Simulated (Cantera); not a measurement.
A Cantera script and what it prints.

```python
import numpy as np
import cantera as ct

gas_names = """
    C CO CO2 C2 C2O C3 C3O2 C4 C5 Fe FeC5O5 FeO O O2 O3
""".split()
cond_names = """
    C(gr) Fe(a) Fe(c) Fe(d) Fe(L) FeC5O5(L) FeO(s) FeO(L) Fe2O3(s) Fe3O4(s)
""".split()


# ... load() reads the species with a 1 bar reference pressure and builds the phases ...
atoms = {
    'Fe2O3': {'Fe': 2, 'O': 3},
    'O2': {'O': 2},
    'CO2': {'C': 1, 'O': 2},
}
top_T = {'C(gr)': 4500, 'Fe2O3(s)': 1830, 'Fe3O4(s)': 1870}  # K; cautious upper limits of use, not melting points


# ... equilibrate(T, P, feed) seeds the gas with the atoms and calls Mixture.equilibrate('TP', solver="vcs", rtol=1e-11, max_steps=5000) ...
results = []
feed = {'Fe2O3': 1, 'O2': 3.2, 'CO2': 0.83}  # mol
T = 1650  # K
P = 1333.22  # Pa
mix = equilibrate(T, P, feed)
results.append((T, P, feed, dict(zip(mix.species_names, mix.species_moles))))
x = sorted(zip(gas.X, gas.species_names), reverse=True)
print(f"T = {T:g} K  P = {P:g} Pa  gas = {mix.phase_moles(0):.4g} mol")
print("   x: " + "  ".join(f"{s} {v:.3e}" for v, s in x if v > 0.001))
print("   condensed (mol): " + ("  ".join(f"{mix.phase(i).name} {mix.phase_moles(i):.4g}"
      for i in range(1, mix.n_phases) if mix.phase_moles(i) > 1e-12) or "none"))
```

It prints:

```
T = 1650 K  P = 1333.22 Pa  gas = 4.197 mol
   x: O2 8.021e-01  CO2 1.977e-01
   condensed (mol): Fe3O4(s) 0.6667
```

These are equilibrium values from Cantera (NASA tables, ideal gas, pure condensed phases), not measurements of a reactor.
